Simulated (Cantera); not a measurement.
Feed: 1 mol c-C4F8, at 2948 K.

Points: P (Pa) = 1, 10, 100, 1000, 10000, 100000.

Cantera's Mixture.equilibrate('TP', solver="vcs", rtol=1e-11, max_steps=5000) on the NASA tables stopped like this:

```
ERROR: FAILURE its = 5001!

*******************************************************************************
CanteraError thrown by MultiPhase::equilibrate:
VCS solver failed. Return code: -1
*******************************************************************************
```

Q: What got this run through?

A: This is not unique; one that fits is The failure is numerical, not chemical. The same input converged with solver="gibbs", rtol=1e-10, max_steps=50000, and the result passed a check of the equilibrium conditions:
```
log10 of partial pressures in bar; condensed amounts in mol
      P/Pa         F       CF2         C        C3        CF       CF4     C(gr)
         1    -5.160   -10.473    -5.561    -6.891    -7.192   -20.560         0
        10    -4.113    -7.792    -4.974    -5.132    -5.558   -15.785         0
       100    -3.103    -5.394    -4.595    -3.995    -4.169   -11.367         0
      1000    -2.078    -3.261    -4.514    -3.751    -3.062    -7.184     2.427
     1e+04    -1.206    -1.517    -4.514    -3.751    -2.190    -3.694     1.683
     1e+05    -0.562    -0.229    -4.514    -3.751    -1.546    -1.120    0.9084
```

The gas is ideal and each condensed phase is pure. The feed counts by its element totals alone. The tables' values for C2F4 are old estimates; treat these amounts as uncertain. Gases not in the tables: C2F6 and larger saturated fluorocarbons.
